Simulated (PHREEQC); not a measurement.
Make-up at 10 °C: 7.3 mmol/kgw NaHCO3 and 66 mmol/kgw Na2CO3. Closed to the air; pH follows from the charge balance.

Computed with PHREEQC (ion-association model, phreeqc.dat).

No solid was allowed to form.

**Question.** Estimate the pH.

**Answer.** pH 10.95.

**Question.** In which forms is Na present?

**Answer.** Na+ 88 %, NaCO3- 12 % of the Na.

Constants without temperature data keep their 25 °C values here.
